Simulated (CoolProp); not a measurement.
Toluene at several states: fugacity coefficient from the reference equation and from simpler models built on Tc = 591.7 K, pc = 4.126 MPa, ω = 0.266; each cubic takes its own stable root.

Computed with CoolProp (reference Helmholtz-energy equation of state, Lemmon 2006). It is a short technical equation, of lower accuracy than the large ones.

```tsv
T (K)	p (MPa)	phase	reference
565.9	0.504	gas	0.9485
199.7	0.0279	liquid	3.738e-5
434.2	0.518	liquid	0.6224
591.7	0.504	gas	0.9555
266.8	9.06	liquid	0.0001004
```

Question: How far does each simpler model (van der Waals, Redlich-Kwong) lie from the reference over these 5 states: mean and median of the absolute difference, and the worst?

Answer: 
- van der Waals: mean 89263.8 %, median 48.3 %, worst +434356.9 % at 199.7 K and 0.0279 MPa
- Redlich-Kwong: mean 135.8 %, median 44.5 %, worst +383.9 % at 199.7 K and 0.0279 MPa

At some of these states van der Waals, Redlich-Kwong gives the other phase, because its saturation line lies elsewhere.
